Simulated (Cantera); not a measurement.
Gas mixture: 17.6 % CH4, 14.3 % H2O, 68.1 % C3H8, at 100.0 Torr, frozen composition.

Cantera's kinetic-theory transport with the Lennard-Jones parameters of GRI-Mech 3.0, ideal gas; thermal conductivity in the multicomponent form. Polar gases are described roughly by these parameters. The composition is frozen, though it would react at the higher temperatures.

One state of this run: ρ (kg/m³) = 0.0710; cp (J/kg/K) = 3451; μ (µPa s) = 20.9; λ (mW/m/K) = 95.3; Pr = 0.756; D (cm²/s) OH = 8.79; D (cm²/s) H2 = 22.0; D (cm²/s) CH3 = 6.59. D: mixture-averaged diffusion coefficient of that species in the mixture.

Which value of T (K) does it belong to?
A) 1600
B) 600
C) 1000
D) 800

D, 800
